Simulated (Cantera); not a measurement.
## Chemical vapour transport: AlN + Cl2 + H2

Feed: 1 mol AlN, 0.29 mol Cl2, 8.8 mol H2, at 0.133 bar.

Cantera equilibrium calculation (NASA polynomials, part measured and part estimated; ideal gas, pure solids and liquids). Candidate condensed phases: Al, AlCl3, AlN, NH4Cl; 20 gas species. The tables' values for AlCl2 are old estimates; treat these amounts as uncertain. The numbers say what is thermodynamically allowed, not how fast it happens.

From 1298 K to 1598 K the condensed part is AlN(s). The main Al-bearing gas is AlCl3 at 1298 K and AlCl at 1598 K. The share of Al in condensed phases is highest at 1298 K (91.0 %) and lowest at 1598 K (83.4 %).

```
T (K)   x H2   x HCl  x AlCl3     x N2    x AlCl   x AlCl2       x H     x Cl  n AlN(s)
-----  -----  ------  -------  -------  --------  --------  --------  -------  --------
1298   0.951  0.0344  0.00972  0.00494   3.20e-5  0.000129   2.86e-6  8.73e-8     0.910
1323   0.951  0.0342  0.00973  0.00499   5.84e-5  0.000185   4.24e-6  1.28e-7     0.909
1348   0.951  0.0340  0.00973  0.00505  0.000104  0.000262   6.18e-6  1.84e-7     0.908
1373   0.951  0.0338  0.00970  0.00512  0.000182  0.000366   8.89e-6  2.62e-7     0.907
1398   0.951  0.0336  0.00963  0.00522  0.000309  0.000504   1.26e-5  3.67e-7     0.905
1423   0.951  0.0333  0.00952  0.00536  0.000514  0.000681   1.77e-5  5.09e-7     0.903
1448   0.950  0.0331  0.00933  0.00554  0.000836  0.000905   2.46e-5  6.98e-7     0.899
1473   0.950  0.0328  0.00907  0.00579   0.00133   0.00118   3.38e-5  9.45e-7     0.895
1498   0.949  0.0324  0.00870  0.00613   0.00205   0.00151   4.59e-5  1.26e-6     0.888
1523   0.948  0.0320  0.00822  0.00660   0.00309   0.00189   6.16e-5  1.67e-6     0.880
1548   0.947  0.0315  0.00761  0.00722   0.00453   0.00230   8.21e-5  2.18e-6     0.868
1573   0.945  0.0308  0.00687  0.00803   0.00645   0.00272  0.000108  2.80e-6     0.853
1598   0.943  0.0299  0.00602  0.00905   0.00894   0.00313  0.000142  3.55e-6     0.834
```
x: gas mole fraction; n: condensed amount in mol.
